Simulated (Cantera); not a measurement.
A closed system holds: 1 mol SiH₄, 0.011 mol CH₄, 15 mol H₂, equilibrated at 1423 K and 4.73 Torr.

Cantera equilibrium calculation (NASA polynomials, part measured and part estimated; ideal gas, pure solids and liquids). Candidate condensed phases: C, C₆H₆, C₇H₈, C₈H₁₈, Si, SiC; 87 gas species. Mutual solubility and eutectic melting of coexisting phases are not modelled. The numbers say what is thermodynamically allowed, not how fast it happens.

Base state: H₂ 1.000, H 8.37e-5 (mole fractions); condensed: Si(s) + SiC(s).

Task: What changes in the equilibrium state with this change: SiH₄ replaced by SiH₂Cl₂?

Result: 
```csv
species,before,after
H₂,1.000,0.903
HCl,0,0.0765
SiCl₂,0,0.0195
SiCl₃,0,0.000525
SiCl₄,0,5.58e-5
SiHCl₃,0,5.11e-5
"Si(s), mol",0.989,0.646
"SiC(s), mol",0.0110,0.0110
```
The tables' values for SiCl₃ are old estimates; treat these amounts as uncertain.
